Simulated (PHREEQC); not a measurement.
A solution holds 1.2 mmol/kgw CuSO4, 140 mmol/kgw CaCl2, 0.86 mmol/kgw HCl and 9.1 mmol/kgw NaCl, at 13 °C. Closed to the air; pH follows from the charge balance.

Equilibrium calculation in PHREEQC: ion-association model, phreeqc.dat.

Precipitation was switched off in this run.

### Question
Order these S species by the share of S that they hold, largest first: HSO4-, CuSO4, NaSO4-, SO4-2, CaSO4.

### Answer
CaSO4 (54 %), SO4-2 (44 %), HSO4- (0.66 %), CuSO4 (0.47 %), NaSO4- (0.42 %)

### Question
Order these Cu species by the share of Cu that they hold, largest first: CuCl+, Cu+2, CuSO4, CuCl2.

### Answer
Cu+2 (89 %), CuCl+ (10 %), CuCl2 (0.54 %), CuSO4 (0.47 %)

The pH is 3.18 and the ionic strength 0.432 mol/kgw. Away from 25 °C the constants follow the database's enthalpies or fits; those with neither stay at their 25 °C values.
